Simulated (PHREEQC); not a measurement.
3.4 g of hydrous ferric oxide (600 m²/g; 0.2 weak and 0.005 strong sites per Fe, Dzombak-Morel constants, diffuse double layer) in 1 kg of water with 0.005 mol/kgw of an inert sodium salt and 0.58 mmol/kgw NaF, at 25 °C; the pH is set by adding NaOH or the inert anion's acid. Oxygen is held at 0.21 atm. No CO2 enters from the air. Precipitation was switched off in this run.

The series has 17 steps of pH, from 4 to 10.

Model: ion-association model, wateq4f.dat, run in PHREEQC.

Problem. Near which pH is half of the F sorbed, and on which side is more sorbed?

Solution. Near pH 7.4, with more sorbed at lower pH.

Species that the database lacks are ignored.
